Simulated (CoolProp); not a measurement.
Vapour-liquid equilibrium of acetone (1) + ethanol (2) at 485 kPa; x and y are mole fractions of (1).

Values from CoolProp's multi-fluid Helmholtz-energy mixture model, Lemmon 2006 and Schroeder 2014; pair parameters Bell 2016.

```tsv
x	bubble temperature (°C)	y at the bubble point	dew temperature at overall composition x (°C)	liquid density (mol/L)
0.05	122.4	0.096	123.3	14.69
0.125	120.0	0.215	121.8	14.42
0.2	118.0	0.313	120.3	14.14
0.275	116.3	0.394	118.7	13.87
0.35	115.0	0.465	117.2	13.61
0.425	113.9	0.529	115.8	13.35
0.5	112.9	0.587	114.4	13.10
0.575	112.2	0.643	113.1	12.86
0.65	111.5	0.699	112.1	12.64
0.725	111.1	0.755	111.3	12.42
0.8	110.7	0.815	110.8	12.21
0.875	110.5	0.879	110.5	12.01
0.95	110.5	0.949	110.5	11.82
```

y crosses x between x = 0.875 and 0.95: the model has an azeotrope there.

The pair parameters rest on a limited set of measurements; away from them the model extrapolates.
